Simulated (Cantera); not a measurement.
A perfectly stirred reactor is fed with 16.9 % NH3, 81.2 % N2, 1.86 % H2, at 2670 Pa; it is held at 1950 K, and followed from long to short residence time.

Cantera simulation using the gas-phase N/H chemistry of the illustrative SiF4/NH3 mechanism in the Surface Chemkin manual (1991); the numbers are that mechanism's predictions, not measurements. Walls and surfaces, which speed up NH3 decomposition in real reactors, are not modelled.

Problem. Predict: x(NH3) at τ = 5.10 s; x(N2) at τ = 5.10 s; x(H2) at τ = 5.10 s; x(NH2) at τ = 5.10 s; x(NH3) at τ = 0.130 s; x(N2) at τ = 0.130 s; x(H2) at τ = 0.130 s; x(N2H4) at τ = 0.130 s; x(NH2) at τ = 0.130 s.

Solution. 
```json
{
 "x(NH3) at τ = 5.10 s": "0.0346",
 "x(N2) at τ = 5.10 s": "0.776",
 "x(H2) at τ = 5.10 s": "0.189",
 "x(NH2) at τ = 5.10 s": "0.000139",
 "x(NH3) at τ = 0.130 s": "0.150",
 "x(N2) at τ = 0.130 s": "0.807",
 "x(H2) at τ = 0.130 s": "0.0423",
 "x(N2H4) at τ = 0.130 s": "3.83e-9",
 "x(NH2) at τ = 0.130 s": "0.000452"
}
```
